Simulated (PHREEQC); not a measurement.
Dissolve 0.00052 mol Li2CO3 per kg of water at 60 °C and 50 atm. Closed to the air; pH follows from the charge balance.

Computed with PHREEQC (ion-association model, phreeqc.dat).

Each row changes one thing in this solution. Precipitation was switched off in this run.

```
case                                        pH  ionic strength (mol/kgw)  HCO3- (mol/kgw)  CO3-2 (mol/kgw)
---------------------------------------  -----  ------------------------  ---------------  ---------------
as made                                   9.57                   0.00117         0.000393         0.000127
Li2CO3 from 0.00052 to 5.2e-05 mol/kgw    8.69                  0.000106          4.99e-5          1.94e-6
Li2CO3 from 0.00052 to 0.00104 mol/kgw    9.80                   0.00246         0.000665         0.000375
Li2CO3 from 0.00052 to 0.0026 mol/kgw    10.05                   0.00657          0.00123          0.00137
diluted 5-fold with water                 8.98                  0.000215          9.65e-5       (withheld)
Li2CO3 from 0.00052 to 0.000468 mol/kgw   9.54                   0.00104       (withheld)       (withheld)
```

### Question
Fill in the missing entries.

### Answer

- diluted 5-fold with water, CO3-2 (mol/kgw): 7.33e-6
- Li2CO3 from 0.00052 to 0.000468 mol/kgw, HCO3- (mol/kgw): 0.000361
- Li2CO3 from 0.00052 to 0.000468 mol/kgw, CO3-2 (mol/kgw): 0.000107

Under pressure, the constants of complexes without a molar volume in the database are unreliable. At this temperature some constants are extrapolated from 25 °C, and those without enthalpy data are left unchanged.
